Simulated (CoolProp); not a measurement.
Dry air at 509.37 K and 3.15 MPa is throttled through a valve to 0.608 MPa with no heat exchange. Each further row changes one setting.

Values from CoolProp's reference Helmholtz-energy equation of state, Lemmon 2000. It is a pseudo-pure fit of the blend.

```
case                       temperature change (K)  final density (kg/m³)
-------------------------  ----------------------  ---------------------
as stated                                    -1.0             (withheld)
outlet pressure 0.182 MPa              (withheld)             (withheld)
outlet pressure 0.79 MPa                     -1.0             (withheld)
```

Fill in the missing entries.


- as stated, final density (kg/m³): 4.16
- outlet pressure 0.182 MPa, temperature change (K): -1.2
- outlet pressure 0.182 MPa, final density (kg/m³): 1.25
- outlet pressure 0.79 MPa, final density (kg/m³): 5.40
